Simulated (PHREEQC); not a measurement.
Make-up at 20 °C: 0.034 mol HNO3, 0.0026 mol CaCl2 and 0.013 mol MnSO4 per kg of water. Closed to the air; pH follows from the charge balance.

Model: ion-association model, phreeqc.dat, run in PHREEQC.

| quantity | before | after |
|---|---|---|
| pH | 1.62 | 2.36 |
| ionic strength (mol/kgw) | 0.0739 | 0.0491 |
| HSO4- (mol/kgw) | 0.00564 | 0.00169 |
| SO4-2 (mol/kgw) | 0.00526 | 0.00784 |
| MnSO4 (mol/kgw) | 0.00169 | 0.00286 |
| CaSO4 (mol/kgw) | 0.000344 | 0.000589 |
| SI of Gypsum (CaSO4:2H2O) | -1.11 | -0.88 |
| SI of Pyrochroite (Mn(OH)2) | -14.26 | -12.79 |

**Question.** Which change was made?
(A) 0.0054 mol/kgw ZnSO4 added
(B) 0.0076 mol/kgw HCl added
(C) temperature from 20 to 25 °C
(D) HNO3 from 0.034 to 0.0068 mol/kgw

**Answer.** D, HNO3 from 0.034 to 0.0068 mol/kgw

Precipitation was switched off in this run.
